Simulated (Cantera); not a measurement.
Input: 1 mol SiHCl3, 0.0094 mol Cl2, 4.6 mol H2, equilibrated at 1650 K and 1 atm.

These are equilibrium values from Cantera (NASA tables, ideal gas, pure condensed phases), not measurements of a reactor. The tables' values for SiCl3, SiCl are old estimates; treat these amounts as uncertain. Rates play no part.

```csv
species,before,after
H2,0.713,0.853
SiCl4,0.00765,0.0892
SiHCl3,0.00627,0.0530
HCl,0.146,0.00178
SiCl2,0.106,4.09e-6
SiCl3,0.0193,6.43e-5
H,7.62e-5,<1e-9
Cl,1.22e-5,<1e-9
SiCl,1.05e-5,<1e-9
SiH2Cl2,0.000878,0.00266
SiH3Cl,3.70e-5,3.12e-5
"Si(s), mol",0.0934,0.164
```
Gas species are given as mole fractions.

Q: Name the change that produced these shifts.
A) H2 from 4.6 to 18 mol
B) temperature from 1650 K to 825 K
C) H2 from 4.6 to 180 mol
D) H2 from 4.6 to 170 mol

A: B, temperature from 1650 K to 825 K. The tables' values for SiCl3 are old estimates; treat these amounts as uncertain
